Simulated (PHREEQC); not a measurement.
A solution holds 0.079 mol FeSO4, 0.0023 mol CuCl2, 0.00074 mol NaF and 0.059 mol Na2SO4 per kg of water, at 25 °C. It is in equilibrium with CO2 at log p = -3.5 (atm). Otherwise closed; pH follows from the charge balance.

Model: ion-association model, wateq4f.dat, run in PHREEQC.

| Quantity | Result |
|---|---|
| pH | 5.56 |
| ionic strength | 0.315 mol/kgw |

| species | molality | activity | log γ |
|---|---|---|---|
| Na+ | 0.107 | 0.0775 | -0.141 |
| SO4-2 | 0.0859 | 0.0212 | -0.608 |
| FeSO4 | 0.0395 | 0.0424 | 0.031 |
| Fe+2 | 0.0394 | 0.0113 | -0.544 |
| NaSO4- | 0.0114 | 0.00822 | -0.143 |
| Cl- | 0.00453 | 0.00307 | -0.169 |
| CuSO4 | 0.00122 | 0.00131 | 0.031 |
| Cu+2 | 0.00106 | 0.000304 | -0.544 |
| F- | 0.000650 | 0.000436 | -0.174 |
| FeCl+ | 6.72e-5 | 4.77e-5 | -0.149 |
| FeF+ | 6.70e-5 | 4.91e-5 | -0.135 |
| NaF | 1.81e-5 | 1.94e-5 | 0.031 |
| CO2 | 1.00e-5 | 1.08e-5 | 0.031 |
| HSO4- | 8.09e-6 | 5.65e-6 | -0.156 |

Precipitation was switched off in this run. Examples of supersaturated solids here: Brochantite, Antlerite. Others may be too. Fluoro complexes past AlF4- and FeF3 are missing from the database.
